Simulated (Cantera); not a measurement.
Charge: 1 mol MgCO3, 0.014 mol CO2, held at 2200 K and 2.03 Torr.

Cantera equilibrium calculation (NASA polynomials, part measured and part estimated; ideal gas, pure solids and liquids). Candidate condensed phases: C, Mg, MgCO3, MgO; 15 gas species. Kinetics and transport are ignored.

Base state: CO2 0.643, CO 0.227, O2 0.108, O 0.0171, Mg 0.00502, MgO 0.000272 (mole fractions); condensed: MgO(s).

Task: What changes in the equilibrium state with this change: MgCO3 replaced by MgSO4?

Result: 
```tsv
species	before	after
SO2	0	0.625
O2	0.108	0.317
O	0.0171	0.0293
CO2	0.643	0.00745
CO	0.227	0.00153
SO	0	0.0165
Mg	0.00502	0.00293
S	0	0.000128
SO3	0	6.18e-5
MgO	0.000272	0.000272
MgO(s), mol	0.994	0.995
```
Further candidate phases: MgS, MgSO4, S.

Task: What changes in the equilibrium state with this change: temperature from 2200 K to 1525 K?

Result: 
| species | before | after |
|---|---|---|
| CO2 | 0.643 | 0.995 |
| CO | 0.227 | 0.00333 |
| O2 | 0.108 | 0.00166 |
| O | 0.0171 | 4.44e-6 |
| Mg | 0.00502 | <1e-9 |
| MgO | 0.000272 | <1e-9 |
| MgO(s), mol | 0.994 | 1.00 |
